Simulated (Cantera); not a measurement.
Thermodynamics of chlorosilane synthesis and conversion, feed SiCl₄ + Cl₂ + H₂

Input: 1 mol SiCl₄, 0.76 mol Cl₂, 8.7 mol H₂, at 100 Torr.

Cantera equilibrium calculation (NASA polynomials, part measured and part estimated; ideal gas, pure solids and liquids). Candidate condensed phases: Si; 19 gas species. The tables' values for SiCl₃ are old estimates; treat these amounts as uncertain. Equilibrium is a limit: real reactors are often held back by kinetics, nucleation or transport.

| T (K) | x H₂ | x HCl | x SiCl₄ | x SiCl₂ | x SiCl₃ | x SiHCl₃ |
|---|---|---|---|---|---|---|
| 623 | 0.759 | 0.145 | 0.0956 | <1e-12 | 5.11e-10 | 2.31e-5 |
| 723 | 0.759 | 0.145 | 0.0955 | 8.81e-12 | 5.80e-8 | 0.000149 |
| 823 | 0.758 | 0.146 | 0.0950 | 3.93e-9 | 2.04e-6 | 0.000596 |
| 923 | 0.757 | 0.147 | 0.0938 | 4.45e-7 | 3.22e-5 | 0.00172 |
| 1023 | 0.755 | 0.150 | 0.0914 | 1.89e-5 | 0.000286 | 0.00390 |
| 1123 | 0.750 | 0.155 | 0.0863 | 0.000372 | 0.00161 | 0.00716 |
| 1223 | 0.737 | 0.168 | 0.0752 | 0.00362 | 0.00584 | 0.0102 |
| 1323 | 0.709 | 0.198 | 0.0543 | 0.0162 | 0.0127 | 0.00989 |
| 1423 | 0.671 | 0.238 | 0.0298 | 0.0378 | 0.0169 | 0.00651 |
| 1523 | 0.640 | 0.271 | 0.0123 | 0.0581 | 0.0155 | 0.00326 |
| 1623 | 0.622 | 0.289 | 0.00429 | 0.0710 | 0.0114 | 0.00143 |
x: gas mole fraction; nothing condenses.

From 623 K to 1623 K nothing is condensed. The main Si-bearing gas is SiCl₄ at 623 K and SiCl₂ at 1623 K.
